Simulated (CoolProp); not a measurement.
The fluid at 298.15 K and 0.434 MPa is compressed adiabatically to 1.42 MPa with isentropic efficiency 0.7. The same conditions are run with several fluids, on thermodynamics alone (safety and materials aside).

Computed with CoolProp (reference Helmholtz-energy equation of state of each fluid (chloromethane (R40): Thol 2014; sulfur hexafluoride: Guder 2009; normal hydrogen: Leachman 2009; ammonia: Gao 2020; hydrogen chloride: Thol 2018)).

### Question
Rank chloromethane (R40), sulfur hexafluoride, normal hydrogen, ammonia, hydrogen chloride by work (kJ/kg), highest first.

### Answer
normal hydrogen (2490), ammonia (269), hydrogen chloride (133), chloromethane (R40) (85.1), sulfur hexafluoride (28.0)

```json
[
 {"fluid": "chloromethane (R40)", "final temperature (K)": "401.8", "final phase": "gas", "final density (kg/m³)": "23.6"},
 {"fluid": "sulfur hexafluoride", "final temperature (K)": "344.3", "final phase": "gas", "final density (kg/m³)": "80.9"},
 {"fluid": "normal hydrogen", "final temperature (K)": "470.0", "final phase": "supercritical", "final density (kg/m³)": "0.728"},
 {"fluid": "ammonia", "final temperature (K)": "422.0", "final phase": "gas", "final density (kg/m³)": "7.19"},
 {"fluid": "hydrogen chloride", "final temperature (K)": "466.9", "final phase": "gas", "final density (kg/m³)": "13.6"}
]
```
